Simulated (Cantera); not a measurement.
Charge: 1 mol H2S, 0.2 mol SO2, 1.3 mol H2, equilibrated at 750 Torr.

Equilibrium computed with Cantera from the NASA thermochemical tables; the gas is ideal and each condensed phase is pure. Candidate condensed phases: H2O, H2SO4, S; 34 gas species. Ions and electrons are included (thermal ionisation). Kinetics and transport are ignored. All values below are at 5000 K.

Base state: H 0.726, S 0.192, O 0.0621, H2 0.0127, SH 0.00244, OH 0.00203, SO 0.00147, S2 0.000498 (mole fractions); condensed: gas only.

Task: What changes in the equilibrium state with this change: H2 from 1.3 to 16 mol?

Result: 
```csv
species,before,after
H,0.726,0.933
S,0.192,0.0338
H2,0.0127,0.0210
O,0.0621,0.0110
S2,0.000498,1.54e-5
SO,0.00147,4.56e-5
```

Task: What changes in the equilibrium state with this change: H2 from 1.3 to 0.099 mol?

Result: 
```tsv
species	before	after
H	0.726	0.568
S	0.192	0.312
O	0.0621	0.100
H2	0.0127	0.00781
S2	0.000498	0.00131
SO	0.00147	0.00386
```

Task: What changes in the equilibrium state with this change: H2S replaced by CO2?

Result: 
```
species    before     after
-------  --------  --------
H           0.726     0.490
O          0.0621     0.263
CO              0     0.195
S           0.192    0.0374
H2         0.0127   0.00579
CO2             0  0.000296
C               0   7.78e-5
CS              0   1.12e-5
S2       0.000498   1.88e-5
```
Further candidate phases: C, C6H6, C7H8, C8H18.
